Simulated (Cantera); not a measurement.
Feed: 1 mol toluene, 1.2 mol H₂, 31 mol N₂, held at 0.0140 bar.

Cantera equilibrium calculation (NASA polynomials, part measured and part estimated; ideal gas, pure solids and liquids). Candidate condensed phases: C, C₆H₆, C₇H₈, C₈H₁₈; 110 gas species. Ions and electrons are included (thermal ionisation). Kinetics and transport are ignored. All values below are at 3500 K.

Base state: N₂ 0.658, H 0.222, CN 0.0495, C 0.0402, C₃ 0.0142, C₂ 0.00841, HCN 0.00285, H₂ 0.00197 (mole fractions); condensed: gas only.

Q: What changes in the equilibrium state with this change: N₂ from 31 to 1.5 mol?

A: 
```tsv
species	before	after
H	0.222	0.655
C₃	0.0142	0.0937
N₂	0.658	0.0813
H₂	0.00197	0.0172
C₂	0.00841	0.0295
C	0.0402	0.0754
CN	0.0495	0.0326
C₂H₂ (acetylene)	1.52e-5	0.000467
C₅	3.43e-5	0.000792
C₄	3.14e-5	0.000387
```
